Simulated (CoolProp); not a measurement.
A simple Rankine cycle with R1336mzz(E): condensing at 303.15 K, boiler at 1.55 MPa, turbine inlet 389.7 K, turbine efficiency 0.7, pump efficiency 0.6, no recuperator. Each further row changes one setting.

Computed with CoolProp (reference Helmholtz-energy equation of state, Akasaka 2023).

```
case                             thermal efficiency (%)  net work (kJ/kg)  heat in (kJ/kg)  turbine exit temperature (K)  volume ratio over the turbine
-------------------------------  ----------------------  ----------------  ---------------  ----------------------------  -----------------------------
as stated                                           9.7              19.2              198                         345.8                           7.87
turbine inlet 409.7 K                               9.6              21.2              220                         367.9                           7.41
condensing temperature 295.15 K                    10.7              22.2              208                         341.3                           10.4
boiler pressure 1.08 MPa                            8.2              17.0              207                         357.7                           5.01
turbine efficiency 0.6                              8.2              16.2              198                         349.2                           7.96
```
